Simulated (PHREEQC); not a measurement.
Dissolve 7.2 mmol/kgw NaHSO4 and 150 mmol/kgw NaF at 25 °C. Closed to the air; pH follows from the charge balance.

Computed with PHREEQC (ion-association model, phreeqc.dat).

| quantity | before | after |
|---|---|---|
| pH | 4.47 | 4.11 |
| NaF (mol/kgw) | 0.00617 | 0.00178 |
| HF (mol/kgw) | 0.00473 | 0.00568 |

Problem. What was changed between the two runs?
A) NaHSO4 replaced by Na2SO4 at the same molality
B) NaF from 0.15 to 0.075 mol/kgw
C) NaHSO4 left out
D) NaF replaced by (NH4)2SiF6 at the same molality
E) temperature from 25 to 80 °C

Solution. B, NaF from 0.15 to 0.075 mol/kgw

No solid was allowed to form.
